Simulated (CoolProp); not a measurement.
R1234ze(Z) along the isotherm 166.85 °C: density (kg/m³) from the reference equation and from simpler models built on Tc = 150.1 °C, pc = 3.531 MPa, ω = 0.327; each cubic takes its own stable root.

Computed with CoolProp (reference Helmholtz-energy equation of state, Akasaka 2019).

```json
[
 {"p (MPa)": "0.0167", "phase": "gas", "reference": "0.5214", "van der Waals": "0.5213", "Redlich-Kwong": "0.5213", "Peng-Robinson": "0.5214"},
 {"p (MPa)": "0.0271", "phase": "gas", "reference": "0.8469", "van der Waals": "0.8465", "Redlich-Kwong": "0.8468", "Peng-Robinson": "0.8470"},
 {"p (MPa)": "0.0437", "phase": "gas", "reference": "1.368", "van der Waals": "1.367", "Redlich-Kwong": "1.367", "Peng-Robinson": "1.368"},
 {"p (MPa)": "0.0706", "phase": "gas", "reference": "2.215", "van der Waals": "2.213", "Redlich-Kwong": "2.214", "Peng-Robinson": "2.216"},
 {"p (MPa)": "0.114", "phase": "gas", "reference": "3.592", "van der Waals": "3.585", "Redlich-Kwong": "3.589", "Peng-Robinson": "3.593"},
 {"p (MPa)": "0.184", "phase": "gas", "reference": "5.836", "van der Waals": "5.819", "Redlich-Kwong": "5.829", "Peng-Robinson": "5.838"},
 {"p (MPa)": "0.298", "phase": "gas", "reference": "9.557", "van der Waals": "9.510", "Redlich-Kwong": "9.539", "Peng-Robinson": "9.563"},
 {"p (MPa)": "0.481", "phase": "gas", "reference": "15.71", "van der Waals": "15.59", "Redlich-Kwong": "15.66", "Peng-Robinson": "15.72"},
 {"p (MPa)": "0.777", "phase": "gas", "reference": "26.19", "van der Waals": "25.84", "Redlich-Kwong": "26.04", "Peng-Robinson": "26.21"},
 {"p (MPa)": "1.26", "phase": "gas", "reference": "44.90", "van der Waals": "43.90", "Redlich-Kwong": "44.47", "Peng-Robinson": "44.94"},
 {"p (MPa)": "2.03", "phase": "gas", "reference": "80.35", "van der Waals": "77.37", "Redlich-Kwong": "79.02", "Peng-Robinson": "80.32"},
 {"p (MPa)": "3.28", "phase": "gas", "reference": "166.3", "van der Waals": "157.5", "Redlich-Kwong": "162.0", "Peng-Robinson": "164.8"},
 {"p (MPa)": "5.3", "phase": "supercritical", "reference": "615.4", "van der Waals": "447.4", "Redlich-Kwong": "499.5", "Peng-Robinson": "506.5"}
]
```
